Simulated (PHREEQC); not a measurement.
Solution (20 °C): 0.0012 mol/kgw Ca(HCO3)2, 0.066 mol/kgw Na2SO4 and 0.011 mol/kgw KCl. Closed to the air; pH follows from the charge balance.

Model: Pitzer model, pitzer.dat, run in PHREEQC.

This is a speciation only: nothing precipitates in the calculation.

Question: Estimate the pH, osmotic coefficient.

Answer: pH 8.08; osmotic coefficient 0.815.

Question: In which forms is C present?

Answer: HCO3- 97 %, CO2 1.4 %, CO3-2 1.4 % of the C.
